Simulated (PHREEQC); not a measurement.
A solution holds 0.28 mol/kgw Cu(NO3)2, 0.0013 mol/kgw HCl and 0.05 mol/kgw Na2SO4, at 25 °C and 300 atm. It is in equilibrium with CO2 at log p = -3.4 (atm). Otherwise closed; pH follows from the charge balance.

The numbers come from PHREEQC with the ion-association model, phreeqc.dat.

Precipitation was switched off in this run.

### Question
What pH, density does the model give?

### Answer
pH 3.11; density 1.058 g/cm³.

### Question
In which forms is C present?

### Answer
CO2 96 %, CuHCO3+ 3.4 % of the C.

Caution: at this ionic strength the ion-association model is outside its range; a Pitzer model would be the better tool where its parameters exist. Under pressure, the constants of complexes without a molar volume in the database are unreliable.
